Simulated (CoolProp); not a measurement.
Saturation properties of nitrogen.

Model: reference Helmholtz-energy equation of state, Span 2000, in CoolProp.

```
T (°C)   p (kPa)  liquid cp (kJ/(kg K))  vapour Z  vapour viscosity (µPa s)
-------  -------  ---------------------  --------  ------------------------
-197.25    85.05                  2.035    0.9619                      5.33
-194.05    123.9                  2.050    0.9503                      5.58
-190.85    174.8                  2.070    0.9366                      5.84
-187.65    240.1                  2.095    0.9208                      6.10
-184.45    321.9                  2.126    0.9028                      6.37
-181.25    422.7                  2.165    0.8826                      6.65
-178.05    544.7                  2.214    0.8600                      6.94
-174.85    690.4                  2.277    0.8349                      7.26
-171.65    862.3                  2.359    0.8070                      7.59
-168.45     1063                  2.467    0.7762                      7.95
```

It boils at -195.8 °C under 1 atm.

Viscosity comes from a separate model (Lemmon 2004).
